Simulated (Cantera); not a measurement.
An isothermal, constant-pressure homogeneous reactor starts with C₂H₆ : H₂ = 1 : 20 (molar parts), at 1000 K and 0.00220 bar.

Cantera simulation using GRI-Mech 3.0 (53 species, 325 reactions); the numbers are that mechanism's predictions, not measurements. GRI-Mech 3.0 stops at C3 and has no aromatics, soot or wall deposition, so with more carbon than oxygen in the feed, carbon stays in small species such as C2H2 where larger ones or solid carbon would form. Radical loss at walls, strong at low pressure, is not modelled.

x: mole fraction; the columns are a selection and need not sum to one.

```tsv
t (s)	x C₂H₆	x H₂	x C₂H	x CH₄	x C₂H₄
0.000300	0.0476	0.952	<1e-12	1.24e-10	<1e-12
0.00110	0.0476	0.952	<1e-12	?	2.01e-11
0.00405	0.0476	0.952	<1e-12	?	1.56e-9
0.0149	0.0476	0.952	<1e-12	?	5.74e-8
0.0548	0.0476	0.952	<1e-12	?	1.12e-6
0.201	0.0476	0.952	<1e-12	?	1.67e-5
0.740	0.0474	0.952	<1e-12	?	0.000226
2.72	0.0447	0.952	<1e-12	?	0.00256
10.0	0.0308	0.951	<1e-12	?	0.0141
```

Problem. Complete the blanks.

Solution. 
- 0.00110, x CH₄: 1.55e-9
- 0.00405, x CH₄: 1.61e-8
- 0.0149, x CH₄: 1.09e-7
- 0.0548, x CH₄: 4.85e-7
- 0.201, x CH₄: 2.11e-6
- 0.740, x CH₄: 1.98e-5
- 2.72, x CH₄: 0.000478
- 10.0, x CH₄: 0.00408
